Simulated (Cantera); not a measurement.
Input (Python, Cantera) and output of one run.

```python
import numpy as np
import cantera as ct

gas_names = [...]  # 47 gases of nasa_gas.yaml made of Cl, H, N, O, Si
cond_names = """
    H2O(s) H2O(L) NH4CL(a) NH4CL(b) Si(cr) Si(L) SiO2(Lqz) SiO2(hqz) SiO2(L) Si2N2O(s) Si3N4(a)
""".split()


# ... load() reads the species with a 1 bar reference pressure and builds the phases ...
atoms = {
    'SiH2Cl2': {'Si': 1, 'H': 2, 'CL': 2},
    'NO': {'N': 1, 'O': 1},
    'H2': {'H': 2},
    'O2': {'O': 2},
}
top_T = {'Si2N2O(s)': 2100, 'Si3N4(a)': 2400}  # K; cautious upper limits of use, not melting points


# ... equilibrate(T, P, feed) seeds the gas with the atoms and calls Mixture.equilibrate('TP', solver="vcs", rtol=1e-11, max_steps=5000) ...
results = []
feed = {'SiH2Cl2': 1, 'NO': 0.11, 'H2': 77, 'O2': 0.099}  # mol
T = 1923.15  # K
P = 133.322  # Pa
mix = equilibrate(T, P, feed)
results.append((T, P, feed, dict(zip(mix.species_names, mix.species_moles))))
print(gas.report(threshold=1e-06))
for i in range(1, mix.n_phases):
    print(f"{mix.phase(i).name:16s} {mix.phase_moles(i):12.5e} mol")
```

It prints:

```
       temperature   1923.2 K
          pressure   133.32 Pa
           density   2.7042e-05 kg/m^3
  mean mol. weight   3.2433 kg/kmol
   phase of matter   gas

                          1 kg             1 kmol
                     ---------------   ---------------
          enthalpy        1.7345e+07        5.6256e+07  J
   internal energy        1.2415e+07        4.0266e+07  J
           entropy             75836        2.4596e+05  J/K
    Gibbs function        -1.285e+08       -4.1676e+08  J
 heat capacity c_p             10354             33581  J/K
 heat capacity c_v            7790.2             25266  J/K

                      mass frac. Y      mole frac. X     chem. pot. / RT
                     ---------------   ---------------   ---------------
                CL          0.004909        0.00044913           -29.355
                 H         0.0077791           0.02503            -13.02
               HCL           0.25181          0.022401           -42.375
                H2           0.58375           0.93914           -26.039
                N2         0.0058485        0.00067711           -40.727
                Si          0.062006         0.0071606           -6.2372
              SiCL         0.0051709        0.00026396           -35.592
             SiCL2          0.024071        0.00078872           -64.947
               SiH         0.0018592        0.00020727           -19.257
              SiH2        0.00032983        3.5539e-05           -32.276
               SiN        2.7821e-05        2.1437e-06           -26.601
               SiO          0.051685         0.0038026            -47.99
               Si2        0.00059526        3.4371e-05           -12.474
              Si2N        3.6835e-05        1.7024e-06           -32.838
               Si3        0.00011178        4.3028e-06           -18.711
     [  +32 minor]         8.694e-06        2.2376e-07

Si(L)             0.00000e+00 mol
SiO2(L)           0.00000e+00 mol
Si2N2O(s)         0.00000e+00 mol
Si3N4(a)          0.00000e+00 mol
```

Method: chemical equilibrium by Gibbs-energy minimisation in Cantera with the NASA 1993 tables (ideal gas, pure condensed phases). The tables' values for SiCl are old estimates; treat these amounts as uncertain. Gases not in the tables: Si2H6 and higher silanes.
